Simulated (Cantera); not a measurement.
Mixture: CH₄ : O₂ : N₂ = 1 : 3.92 : 14.7 (molar parts), at 8.88 atm, adiabatic and at constant volume. Ignition delay is the time to a rise of 400 K.

Computed with Cantera and GRI-Mech 3.0 (53 species, 325 reactions).

Predict: delay at 1125 K; delay at 1275 K; delay at 1425 K; delay at 1575 K; apparent activation energy between 1500 and 1650 K.


```
Item                                                    Result
--------------------------------------------------  ----------
delay at 1125 K                                        10.4 ms
delay at 1275 K                                        1.54 ms
delay at 1425 K                                       0.310 ms
delay at 1575 K                                        78.9 µs
apparent activation energy between 1500 and 1650 K  170 kJ/mol
```
